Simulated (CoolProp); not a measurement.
A simple Rankine cycle with cyclohexane: condensing at 295.15 K, boiler at 2.41 MPa, turbine inlet 514.8 K, turbine efficiency 0.9, pump efficiency 0.6, no recuperator. Each further row changes one setting.

Model: reference Helmholtz-energy equation of state, Zhou 2014, in CoolProp.

```tsv
case	thermal efficiency (%)	net work (kJ/kg)	heat in (kJ/kg)	turbine exit temperature (K)	volume ratio over the turbine
as stated	26.0	188	724	389.4	?
turbine inlet 534.8 K	25.8	202	782	?	?
condensing temperature 287.15 K	27.2	201	738	382.0	359
boiler pressure 1.69 MPa	24.9	187	752	405.8	149
turbine efficiency 0.8	23.1	?	724	?	257
```

Question: Some entries are withheld; supply them.

Answer: 
- as stated, volume ratio over the turbine: 249
- turbine inlet 534.8 K, turbine exit temperature (K): 414.3
- turbine inlet 534.8 K, volume ratio over the turbine: 230
- turbine efficiency 0.8, net work (kJ/kg): 167
- turbine efficiency 0.8, turbine exit temperature (K): 401.5
